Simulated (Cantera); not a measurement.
A closed system holds: 1 mol BF3, 0.3 mol NH3, 1.3 mol N2, at 1075 °C and 39.0 Pa.

Cantera equilibrium calculation (NASA polynomials, part measured and part estimated; ideal gas, pure solids and liquids). Candidate condensed phases: B, BN; 31 gas species. The tables' values for BF2 are old estimates; treat these amounts as uncertain. Equilibrium is a limit: real reactors are often held back by kinetics, nucleation or transport.

Base state: N2 0.497, BF3 0.336, H2 0.145, HF 0.0198, BF2 0.00153, BHF2 0.000624, H 4.47e-5, BF 3.59e-5 (mole fractions); condensed: BN(s).

Q: What changes in the equilibrium state with this change: N2 from 1.3 to 0.16 mol?

A: 
```csv
species,before,after
BF3,0.336,0.556
H2,0.145,0.242
N2,0.497,0.172
HF,0.0198,0.0254
BHF2,0.000624,0.00134
BF,3.59e-5,6.04e-5
BF2,0.00153,0.00255
H,4.47e-5,5.78e-5
"BN(s), mol",0.0170,0.0126
```

Q: What changes in the equilibrium state with this change: 0.0064 mol H2O added?

A: 
```
species       before     after
----------  --------  --------
N2             0.497     0.495
BF3            0.336     0.334
H2             0.145     0.146
BOF                0   0.00219
HF            0.0198    0.0199
H            4.47e-5   4.49e-5
BF2          0.00153   0.00152
BF           3.59e-5   3.59e-5
BHF2        0.000624  0.000625
BN(s), mol    0.0170    0.0129
```
Further candidate phases: B2O3, B3O3H3, H2O.
